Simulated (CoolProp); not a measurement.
R123 at 276.61 K and 0.0139 MPa is throttled through a valve to 0.00186 MPa with no heat exchange. Each further row changes one setting.

Values from CoolProp's reference Helmholtz-energy equation of state, Younglove 1994. It is a modified Benedict-Webb-Rubin equation, recast in Helmholtz form.

```
case                          final density (kg/m³)
----------------------------  ---------------------
as stated                                         …
outlet pressure 0.000558 MPa                      …
outlet pressure 0.00242 MPa                       …
```

Task: What belongs in the gaps?

Result: 
- as stated, final density (kg/m³): 0.124
- outlet pressure 0.000558 MPa, final density (kg/m³): 0.0372
- outlet pressure 0.00242 MPa, final density (kg/m³): 0.161
